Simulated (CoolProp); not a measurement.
R1224YDZ at 293.15 K and 0.00841 MPa is throttled through a valve to 0.00244 MPa with no heat exchange. Each further row changes one setting.

Model: reference Helmholtz-energy equation of state, Akasaka 2023, in CoolProp.

```csv
case,temperature change (K),final density (kg/m³)
as stated,-0.2,?
outlet pressure 0.000732 MPa,?,?
outlet pressure 0.00317 MPa,-0.2,?
```

**Question.** Some entries are withheld; supply them.

**Answer.** 
- as stated, final density (kg/m³): 0.149
- outlet pressure 0.000732 MPa, temperature change (K): -0.3
- outlet pressure 0.000732 MPa, final density (kg/m³): 0.0447
- outlet pressure 0.00317 MPa, final density (kg/m³): 0.194
